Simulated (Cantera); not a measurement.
An isothermal, constant-pressure homogeneous reactor starts with 1.57 % H2, 98.4 % O2, equivalence ratio 0.0080, at 1173 K and 0.00197 atm.

Detailed kinetics in Cantera: GRI-Mech 3.0 (53 species, 325 reactions). Radical loss at walls, strong at low pressure, is not modelled.

x: mole fraction; the columns are a selection and need not sum to one.

| t (s) | x H2 | x O2 | x H2O2 | x HO2 | x H2O | x H | x OH |
|---|---|---|---|---|---|---|---|
| 4.00e-5 | 0.0157 | 0.984 | <1e-12 | 5.07e-11 | <1e-12 | 4.76e-11 | 3.02e-12 |
| 8.72e-5 | 0.0157 | 0.984 | <1e-12 | 1.10e-10 | <1e-12 | 9.69e-11 | 1.36e-11 |
| 0.000190 | 0.0157 | 0.984 | <1e-12 | 2.41e-10 | 2.66e-12 | 1.84e-10 | 5.76e-11 |
| 0.000414 | 0.0157 | 0.984 | <1e-12 | 5.24e-10 | 2.32e-11 | 3.15e-10 | 2.20e-10 |
| 0.000902 | 0.0157 | 0.984 | <1e-12 | 1.14e-9 | 1.80e-10 | 5.01e-10 | 7.34e-10 |
| 0.00197 | 0.0157 | 0.984 | <1e-12 | 2.49e-9 | 1.25e-9 | 9.12e-10 | 2.28e-9 |
| 0.00428 | 0.0157 | 0.984 | 1.73e-12 | (withheld) | (withheld) | (withheld) | (withheld) |
| 0.00934 | 0.0157 | 0.984 | 8.14e-12 | 1.19e-8 | 1.19e-7 | 2.01e-8 | 7.42e-8 |
| 0.0203 | 0.0157 | 0.984 | 3.95e-11 | 3.04e-8 | 9.87e-6 | 1.50e-6 | 5.60e-6 |
| 0.0443 | 0.00347 | 0.974 | 2.24e-8 | 3.50e-7 | 0.0101 | 0.00178 | 0.00251 |
| 0.0966 | 0.000105 | 0.970 | 4.59e-9 | 2.31e-7 | 0.0145 | 0.00114 | 0.00113 |
| 0.211 | 9.92e-5 | 0.970 | 4.50e-9 | 2.27e-7 | 0.0146 | 0.00109 | 0.00111 |
| 0.459 | 9.41e-5 | 0.971 | 4.51e-9 | 2.23e-7 | 0.0146 | 0.000999 | 0.00108 |
| 1.00 | 8.41e-5 | 0.973 | 4.51e-9 | 2.13e-7 | 0.0148 | 0.000838 | 0.00102 |

**Question.** Fill in the missing entries.

**Answer.** 
- 0.00428, x HO2: 5.43e-9
- 0.00428, x H2O: 9.29e-9
- 0.00428, x H: 2.61e-9
- 0.00428, x OH: 8.68e-9
